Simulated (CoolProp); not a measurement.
A simple Rankine cycle with water: condensing at 297.15 K, boiler at 0.205 MPa, turbine inlet 399.1 K, turbine efficiency 0.9, pump efficiency 0.8, no recuperator. Each further row changes one setting.

Computed with CoolProp (reference Helmholtz-energy equation of state, Wagner 2002).

```tsv
case	thermal efficiency (%)	net work (kJ/kg)	heat in (kJ/kg)	turbine exit temperature (K)	volume ratio over the turbine
as stated	(withheld)	539	2620	297.1	44.4
turbine inlet 419.1 K	20.7	549	(withheld)	297.1	(withheld)
condensing temperature 289.15 K	22.2	(withheld)	(withheld)	289.1	69.9
boiler pressure 0.143 MPa	18.9	497	2620	297.1	31.5
turbine efficiency 0.8	18.3	(withheld)	2620	297.1	45.7
```

Task: Some entries are withheld; supply them.

Result: 
- as stated, thermal efficiency (%): 20.6
- turbine inlet 419.1 K, heat in (kJ/kg): 2660
- turbine inlet 419.1 K, volume ratio over the turbine: 42.7
- condensing temperature 289.15 K, net work (kJ/kg): 588
- condensing temperature 289.15 K, heat in (kJ/kg): 2650
- turbine efficiency 0.8, net work (kJ/kg): 479

The expansion ends wet for: as stated; turbine inlet 419.1 K; condensing temperature 289.15 K; boiler pressure 0.143 MPa; turbine efficiency 0.8.
